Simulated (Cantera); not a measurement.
An isothermal plug-flow reactor at 1023 K and 5.00 bar (inlet), inlet velocity 1.4 m/s, active area per volume 4700 1/m; feed CH₄ : O₂ : N₂ = 0.0064 : 0.11 : 0.79 (molar parts), equivalence ratio 0.12.

Computed with Cantera and Deutschmann's 1995 Pt surface mechanism with GRI-Mech 3.0 gas chemistry. Catalytic surfaces can have several steady states; this one follows from the mechanism file's or the stated starting coverage. Mass transfer to the wall is taken as infinitely fast.

| quantity | before | after |
|---|---|---|
| x(CH₄) at z = 0.0051 m | 0.00419 | 0.00701 |
| x(O₂) at z = 0.0051 m | 0.116 | 0.121 |
| x(H₂O) at z = 0.0051 m | 0.00571 | 0.000105 |
| x(CO₂) at z = 0.0051 m | 0.00285 | 5.15e-5 |
| x(CO) at z = 0.0051 m | 1.87e-6 | 8.37e-7 |
| θ(free Pt) at the exit | 0.138 | 0.0227 |
| θ(O*) at the exit | 0.860 | 0.977 |

Question: Name the change that produced these shifts.
A) CH4 0.0064 to 0.012 parts
B) pressure from 5.00 bar to 2.30 bar
C) inlet velocity 1.4 to 2 m/s
D) temperature 1023 to 823 K

Answer: D, temperature 1023 to 823 K
